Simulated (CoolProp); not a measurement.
Vapour-liquid equilibrium of hydrogen sulfide (1) + isobutane (2) at 125 kPa; x and y are mole fractions of (1).

The numbers come from the multi-fluid Helmholtz-energy mixture model, Lemmon 2006 and Bücker 2006; pair parameters Kunz 2012 in CoolProp.

```csv
x,bubble temperature (K),y at the bubble point,dew temperature at overall composition x (K),liquid density (mol/L)
0.05,255.2,0.390,265.6,10.69
0.125,242.6,0.671,263.6,11.51
0.2,234.5,0.792,261.4,12.32
0.275,229.4,0.852,259.1,13.14
0.35,226.1,0.884,256.6,14.00
0.425,223.9,0.903,253.9,14.93
0.5,222.5,0.916,250.9,[?]
0.575,221.5,0.925,247.6,17.06
0.65,220.7,0.932,[?],18.33
0.725,220.0,0.940,239.3,19.78
0.8,219.3,0.950,233.9,21.47
0.875,218.6,0.963,227.0,[?]
0.95,217.7,0.982,219.3,25.80
```

What belongs in the gaps?


- 0.5, liquid density (mol/L): 15.94
- 0.65, dew temperature at overall composition x (K): 243.8
- 0.875, liquid density (mol/L): 23.44

No azeotrope shows between x = 0.05 and 0.95.

The pair parameters rest on a limited set of measurements; away from them the model extrapolates. With so large a gap from Raoult's law the liquid may split in two, which this calculation doesn't test in full.
